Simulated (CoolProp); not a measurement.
Vapour-liquid equilibrium of fluoroethane (R161) (1) + R1234yf (2) at 185 K; x and y are mole fractions of (1).

Model: multi-fluid Helmholtz-energy mixture model, Wu 2012 and Lemmon 2022; pair parameters Bell 2016, in CoolProp.

```tsv
x	bubble pressure, mixture model (bar)	bubble pressure, Raoult's law (bar)	y, mixture model	y, Raoult's law
0.05	0.02974	0.02920	?	0.080
0.15	0.03248	0.03103	0.257	0.225
0.25	0.03497	0.03286	0.386	0.354
0.35	0.03721	0.03468	0.494	0.470
0.45	0.03921	0.03651	0.585	0.574
0.55	0.04098	0.03834	?	0.668
0.65	0.04255	0.04017	?	0.754
0.75	0.04393	0.04200	?	0.832
0.85	0.04513	0.04383	0.884	0.903
0.95	?	0.04566	0.960	0.969
```

Q: Fill in the missing entries.

A: 
- 0.05, y, mixture model: 0.096
- 0.55, y, mixture model: 0.667
- 0.65, y, mixture model: 0.741
- 0.75, y, mixture model: 0.813
- 0.95, bubble pressure, mixture model (bar): 0.04614

The largest gap from Raoult's law is +7.4 % in bubble pressure, at x = 0.45. No azeotrope shows between x = 0.05 and 0.95.

The pair parameters rest on a limited set of measurements; away from them the model extrapolates.
